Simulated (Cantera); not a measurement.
Cantera run:

```python
import numpy as np
import cantera as ct

gas_names = [...]  # 114 gases of nasa_gas.yaml made of C, Fe, H, O
cond_names = """
    C(gr) C6H6(L) C7H8(L) C8H18(L),n-octa Fe(a) Fe(c) Fe(d) Fe(L) FeC5O5(L) FeO(s) FeO(L) Fe(OH)2(s)
    Fe(OH)3(s) Fe2O3(s) Fe3O4(s) H2O(s) H2O(L)
""".split()


# ... load() reads the species with a 1 bar reference pressure and builds the phases ...
atoms = {
    'Fe2O3': {'Fe': 2, 'O': 3},
    'CH4': {'C': 1, 'H': 4},
    'CO': {'C': 1, 'O': 1},
}
top_T = {'C(gr)': 4500, 'Fe2O3(s)': 1830, 'Fe3O4(s)': 1870}  # K; cautious upper limits of use, not melting points


# ... equilibrate(T, P, feed) seeds the gas with the atoms and calls Mixture.equilibrate('TP', solver="gibbs", rtol=1e-10, max_steps=50000) ...
results = []
T = 1750  # K
P = 10000  # Pa
for m in [0.42, 0.51, 0.62, 0.75, 0.91, 1.1, 1.3, 1.6, 2, 2.4, 2.9, 3.5, 4.3]:
    feed = {'Fe2O3': 1, 'CH4': m, 'CO': 0.01}  # mol
    mix = equilibrate(T, P, feed)
    results.append((T, P, feed, dict(zip(mix.species_names, mix.species_moles))))

top = {s: max(r[3][s] / sum(r[3][g] for g in gas_names) for r in results) for s in gas_names}
cols = sorted((s for s in top if top[s] > 0.0001), key=lambda s: -top[s])[:7]
seen = [c for c in cond_names if any(r[3].get(c, 0) > 1e-12 for r in results)]
print("log10 of partial pressures in bar; condensed amounts in mol")
print(f"{'n(CH4)':>10s}" + "".join(f"{s[:9]:>10s}" for s in cols + seen))
for T, P, feed, n in results:
    ng = sum(n[g] for g in gas_names)
    print(f"{feed['CH4']:10.4g}" + "".join(f"{np.log10(max(n[s] / ng * P / 1e5, 1e-99)):10.3f}" for s in cols)
          + "".join(f"{n.get(c, 0):10.4g}" for c in seen))
```

Output:

```
log10 of partial pressures in bar; condensed amounts in mol
    n(CH4)        H2       H2O        CO       CO2         H        Fe     C(gr)     Fe(d)    FeO(L)
      0.42    -1.535    -1.433    -1.600    -2.058    -4.401    -5.293         0         0         2
      0.51    -1.402    -1.576    -1.545    -2.278    -4.334    -5.017         0         0         2
      0.62    -1.344    -1.679    -1.525    -2.419    -4.305    -4.856         0    0.0829     1.917
      0.75    -1.343    -1.679    -1.526    -2.420    -4.305    -4.856         0    0.3097      1.69
      0.91    -1.343    -1.678    -1.526    -2.420    -4.305    -4.856         0    0.5889     1.411
       1.1    -1.343    -1.678    -1.527    -2.421    -4.305    -4.856         0    0.9204     1.079
       1.3    -1.343    -1.678    -1.527    -2.421    -4.305    -4.856         0     1.269      0.73
       1.6    -1.342    -1.678    -1.528    -2.422    -4.305    -4.856         0     1.793    0.2064
         2    -1.282    -1.845    -1.507    -2.629    -4.275    -4.856         0     1.999         0
       2.4    -1.227    -2.141    -1.490    -2.963    -4.247    -4.856         0     1.999         0
       2.9    -1.184    -2.997    -1.478    -3.851    -4.225    -4.856         0     1.999         0
       3.5    -1.156    -6.112    -1.522    -7.037    -4.211    -4.856     0.498     1.999         0
       4.3    -1.131    -6.151    -1.586    -7.166    -4.199    -4.856     1.298     1.998         0
```

Method: chemical equilibrium by Gibbs-energy minimisation in Cantera with the NASA 1993 tables (ideal gas, pure condensed phases). Iron dissolves carbon and melts from about 1420 K in contact with it, which pure phases cannot show. Mutual solubility and eutectic melting of coexisting phases are not modelled. The tables' stoichiometric FeO is somewhat more stable than real wüstite, so its field is too wide. FeO: taken at fixed stoichiometry. Condensed phases not in the tables: cementite and carbon dissolved in iron.
